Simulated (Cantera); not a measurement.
Input (Python, Cantera):

```python
import numpy as np
import cantera as ct

gas = ct.Solution("h2o2.yaml")


def delay(T, t_max=10):
    gas.TPX = T, 500000, {'H2': 1, 'O2': 0.294, 'N2': 2.03}
    reactor = ct.IdealGasConstPressureReactor(gas, clone=False)
    net = ct.ReactorNet([reactor])
    net.rtol, net.atol = 1e-8, 1e-16
    while net.time < t_max:
        t_old, T_old = net.time, reactor.T
        net.step()
        if reactor.T > T + 400:  # ignition: a rise of 400 K
            return t_old + (T + 400 - T_old) / (reactor.T - T_old) * (net.time - t_old)
    return np.nan


taus = []
for T in [1300, 1400, 1500, 1600, 1700, 1800, 1900]:
    taus.append(delay(T))
    print(f"T0 = {T:6g} K   tau = {taus[-1]:.4e} s")
```

Result:

```
T0 =   1300 K   tau = 1.0185e-05 s
T0 =   1400 K   tau = 6.2356e-06 s
T0 =   1500 K   tau = 4.4252e-06 s
T0 =   1600 K   tau = 3.4661e-06 s
T0 =   1700 K   tau = 2.9384e-06 s
T0 =   1800 K   tau = 2.6609e-06 s
T0 =   1900 K   tau = 2.5454e-06 s
```

Cantera simulation using the H2/O2 subset of GRI-Mech 3.0, which has no nitrogen chemistry; the numbers are that mechanism's predictions, not measurements. The hydrogen kinetics of GRI-Mech 3.0 are dated; newer H2 mechanisms differ, most at raised pressure. Where the delays flatten at high temperature, the 400 K rule measures the pace of heat release, not the induction time.
